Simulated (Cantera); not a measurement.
Input: 1 mol BF₃, 12 mol H₂, at 1277 °C and 0.370 bar.

Cantera equilibrium calculation (NASA polynomials, part measured and part estimated; ideal gas, pure solids and liquids). Candidate condensed phases: B; 20 gas species. The tables' values for BF₂ are old estimates; treat these amounts as uncertain. Equilibrium is a limit: real reactors are often held back by kinetics, nucleation or transport.

Base state: H₂ 0.914, BF₃ 0.0681, HF 0.00881, BHF₂ 0.00741, BF₂ 0.00128, BF 5.56e-5, H 4.95e-5 (mole fractions); condensed: gas only.

**Question.** What changes in the equilibrium state with this change: BF₃ replaced by B₂H₆?

**Answer.** 
```csv
species,before,after
H₂,0.914,1.000
H,4.95e-5,5.18e-5
BH₂,3.80e-7,1.63e-5
BF₃,0.0681,0
HF,0.00881,0
BHF₂,0.00741,0
BF₂,0.00128,0
"B(s), mol",0,2.00
```
The feed counts by its element totals alone. The tables' values for BH₂ are old estimates; treat these amounts as uncertain.

**Question.** What changes in the equilibrium state with this change: temperature from 1277 °C to 925 °C?

**Answer.** 
```tsv
species	before	after
H₂	0.914	0.921
BF₃	0.0681	0.0748
HF	0.00881	0.00211
BF	5.56e-5	2.50e-8
H	4.95e-5	3.00e-7
BF₂	0.00128	1.28e-5
BHF₂	0.00741	0.00210
```
